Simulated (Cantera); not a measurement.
# Diamond growth

A diamond (100) surface in a fixed gas of H2 with x(CH4) = 0.0051, x(H) = 0.016, x(CH3) = 0.00033, 0.118 atm; coverages are run to steady state.

Detailed kinetics in Cantera: the Harris–Goodwin 1993 mechanism for the reconstructed diamond (100) surface.

```json
[
 {"T (K)": "925", "growth (µm/h)": "14.1", "θ c6HH": "0.655", "θ c6H*": "0.0124", "θ c6*H": "0.308", "θ c6**": "0.00538", "θ c6HM": "0.0153"},
 {"T (K)": "1000", "growth (µm/h)": "20.6", "θ c6HH": "0.588", "θ c6H*": "0.0184", "θ c6*H": "0.369", "θ c6**": "0.00965", "θ c6HM": "0.0111"},
 {"T (K)": "1075", "growth (µm/h)": "27.7", "θ c6HH": "0.525", "θ c6H*": "0.0255", "θ c6*H": "0.421", "θ c6**": "0.0158", "θ c6HM": "0.00804"},
 {"T (K)": "1150", "growth (µm/h)": "32.8", "θ c6HH": "0.469", "θ c6H*": "0.0332", "θ c6*H": "0.465", "θ c6**": "0.0239", "θ c6HM": "0.00555"},
 {"T (K)": "1225", "growth (µm/h)": "31.1", "θ c6HH": "0.420", "θ c6H*": "0.0413", "θ c6*H": "0.499", "θ c6**": "0.0340", "θ c6HM": "0.00318"},
 {"T (K)": "1300", "growth (µm/h)": "22.7", "θ c6HH": "0.377", "θ c6H*": "0.0495", "θ c6*H": "0.524", "θ c6**": "0.0460", "θ c6HM": "0.00133"},
 {"T (K)": "1375", "growth (µm/h)": "16.3", "θ c6HH": "0.340", "θ c6H*": "0.0575", "θ c6*H": "0.542", "θ c6**": "0.0595", "θ c6HM": "0.000434"}
]
```
θ: site fractions in the mechanism's names (c6HH fully hydrogenated, c6H* and c6*H radical sites, c6** diradical, c6HM methylated).
